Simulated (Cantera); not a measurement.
An adiabatic, constant-pressure homogeneous reactor starts with CH3OH : O2 : N2 : CO2 = 1 : 0.789 : 2.97 : 0.31 (molar parts), at 1550 K and 5.13 atm.

Computed with Cantera and GRI-Mech 3.0 (53 species, 325 reactions). GRI-Mech 3.0 was tuned for natural gas; its chemistry of methanol as a main component is partial and can be far from experiment.

One state of this run: T (K) = 2620; x CH3OH = <1e-12; x O2 = 0.000169; x CO2 = 0.0632; x CH2 = 2.27e-12; x C2H6 = <1e-12. x: mole fraction; the columns are a selection and need not sum to one.

Q: Which value of t (s) does it belong to?
(A) 0.669
(B) 6.00e-6
(C) 1.47e-5
(D) 3.59e-5

A: A, 0.669
